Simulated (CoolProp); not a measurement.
Octamethylcyclotetrasiloxane (D4) at 561.79 K and 4.51 MPa is throttled through a valve to 2.44 MPa with no heat exchange. Each further row changes one setting.

Values from CoolProp's reference Helmholtz-energy equation of state, Thol 2015.

```tsv
case	temperature change (K)	final phase	final density (kg/m³)
as stated	-1.0	liquid	600
outlet pressure 0.732 MPa	-14.4	two-phase, vapour fraction 0.346	169
outlet pressure 3.17 MPa	-0.5	liquid	613
```
